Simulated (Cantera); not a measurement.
Feed: 1 mol Si3N4, 0.35 mol CO2, 8.3 mol N2, held at 1500 °C and 0.120 Torr.

These are equilibrium values from Cantera (NASA tables, ideal gas, pure condensed phases), not measurements of a reactor. Candidate condensed phases: C, Si, SiC, SiO2, Si2N2O, Si3N4; 34 gas species. Mutual solubility and eutectic melting of coexisting phases are not modelled. The tables' values for SiN are old estimates; treat these amounts as uncertain. Rates play no part.

Base state: N2 0.923, SiO 0.0577, Si 0.0133, CO 0.00508, Si2N 0.000129, Si2C 0.000123, SiN 7.79e-5, Si2 7.43e-5 (mole fractions); condensed: Si(l) + SiC(s).

Question: What changes in the equilibrium state with this change: CO2 from 0.35 to 2.5 mol?

Answer: 
| species | before | after |
|---|---|---|
| N2 | 0.923 | 0.670 |
| SiO | 0.0577 | 0.177 |
| CO | 0.00508 | 0.149 |
| Si | 0.0133 | 0.00432 |
| Si3 | 1.79e-5 | 6.07e-7 |
| Si2N | 0.000129 | 1.15e-5 |
| Si2 | 7.43e-5 | 7.77e-6 |
| SiN | 7.79e-5 | 2.15e-5 |
| Si2C | 0.000123 | 3.97e-5 |
| Si(l), mol | 1.91 | 0 |
| SiC(s), mol | 0.292 | 0.215 |
